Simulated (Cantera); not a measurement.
An isothermal, constant-pressure homogeneous reactor starts with CO : O₂ : H₂O : N₂ = 0.0027 : 0.0058 : 0.00015 : 1 (molar parts), equivalence ratio 0.23, at 950 K and 7500 Torr.

Cantera simulation using GRI-Mech 3.0 (53 species, 325 reactions); the numbers are that mechanism's predictions, not measurements.

Predict: x(CO) at 200 s; x(O₂) at 200 s; x(H₂O) at 200 s; x(HO₂) at 200 s.


| Property | Value |
|---|---|
| x(CO) at 200 s | 0.00103 (gas-phase equilibrium <1e-12) |
| x(O₂) at 200 s | 0.00493 (gas-phase equilibrium 0.00442) |
| x(H₂O) at 200 s | 0.000149 (gas-phase equilibrium 0.000149) |
| x(HO₂) at 200 s | 3.08e-8 (gas-phase equilibrium 1.52e-12) |
